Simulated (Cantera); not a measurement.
A perfectly stirred reactor is fed with CH₄ : C₂H₆ : C₃H₈ : O₂ : N₂ : CO₂ = 1 : 0.078 : 0.35 : 5.16 : 19.4 : 1 (molar parts), equivalence ratio 0.78, at 0.590 bar; it is adiabatic with a 823 K inlet, and is followed from long to short residence time, starting on the burning branch (τ in s: 0.076, 0.036, 0.017, 0.0081, 0.0038, 0.0018, 0.00086, 0.00041, 0.00019, 9.1e-05).

Model: GRI-Mech 3.0 (53 species, 325 reactions), integrated in Cantera. GRI-Mech 3.0 was tuned for natural gas; its chemistry of propane as a main component is partial and can be far from experiment.

### Question
Predict: blow-out, bracketed by the residence times tried; x(CH₄) at τ = 76.0 ms; x(C₂H₆) at τ = 76.0 ms; x(C₃H₈) at τ = 76.0 ms; x(NO) at τ = 76.0 ms; x(H₂) at τ = 76.0 ms; x(CH₄) at τ = 1.80 ms; x(C₂H₆) at τ = 1.80 ms; x(C₃H₈) at τ = 1.80 ms; x(NO) at τ = 1.80 ms; x(H₂) at τ = 1.80 ms.

### Answer
```
Item                                                                               Value
------------------------------------------------  --------------------------------------
blow-out, bracketed by the residence times tried  burning at 91.0 µs, the shortest tried
x(CH₄) at τ = 76.0 ms                                                            1.76e-6
x(C₂H₆) at τ = 76.0 ms                                                           2.00e-8
x(C₃H₈) at τ = 76.0 ms                                                           1.01e-7
x(NO) at τ = 76.0 ms                                                             0.00176
x(H₂) at τ = 76.0 ms                                                             0.00160
x(CH₄) at τ = 1.80 ms                                                            3.27e-5
x(C₂H₆) at τ = 1.80 ms                                                           6.13e-7
x(C₃H₈) at τ = 1.80 ms                                                           2.43e-6
x(NO) at τ = 1.80 ms                                                             9.45e-5
x(H₂) at τ = 1.80 ms                                                             0.00518
```
